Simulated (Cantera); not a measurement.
Charge: 1 mol CaF₂, 2 mol O₂, 31 mol H₂, equilibrated at 1350 K and 1.30 Pa.

Method: chemical equilibrium by Gibbs-energy minimisation in Cantera with the NASA 1993 tables (ideal gas, pure condensed phases). Candidate condensed phases: Ca, CaF₂, CaO, Ca(OH)₂, H₂O; 29 gas species. Equilibrium is a limit: real reactors are often held back by kinetics, nucleation or transport.

### Question
What is the equilibrium state?

### Answer
| Quantity | Value |
|---|---|
| x(H₂) | 0.843 |
| x(H₂O) | 0.0938 |
| x(HF) | 0.0623 |
| x(H) | 0.000607 |
| x(CaF₂) | 0.000113 |
| x(OH) | 1.10e-6 |
| n(CaO(s)) | 0.996 mol |
| gas amount | 32.01 mol |
| log10 activity of CaF₂(s) (absent) | -1.60 |
| log10 activity of Ca(l) (absent) | -11.39 |
